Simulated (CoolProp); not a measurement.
Fluorine along the isobar 0.645 MPa: density (kg/m³) from the reference equation and from simpler models built on Tc = -128.7 °C, pc = 5.240 MPa, ω = 0.045; each cubic takes its own stable root.

Model: reference Helmholtz-energy equation of state, de Reuck 1990, in CoolProp.

```csv
T (°C),phase,reference
-198.85,liquid,1576
-180.05,liquid,1445
-161.25,gas,29.17
-142.45,gas,23.93
-123.65,gas,20.48
-104.75,gas,17.96
-85.95,gas,16.03
-67.15,gas,14.49
-48.35,gas,13.24
-29.55,gas,12.18
-10.75,gas,11.29
8.05,gas,10.52
26.85,gas,9.851
```

**Question.** How far does each simpler model (van der Waals, Redlich-Kwong, Soave-Redlich-Kwong, Peng-Robinson) lie from the reference over these 13 states: mean and median of the absolute difference, and the worst?

**Answer.** 
- van der Waals: mean 10.4 %, median 0.2 %, worst -97.5 % at -180.05 °C and 0.645 MPa
- Redlich-Kwong: mean 0.3 %, median 0.1 %, worst +1.6 % at -198.85 °C and 0.645 MPa
- Soave-Redlich-Kwong: mean 0.1 %, median 0.1 %, worst +0.6 % at -198.85 °C and 0.645 MPa
- Peng-Robinson: mean 2.3 %, median 0.4 %, worst +13.3 % at -198.85 °C and 0.645 MPa

At some of these states van der Waals gives the other phase, because its saturation line lies elsewhere.
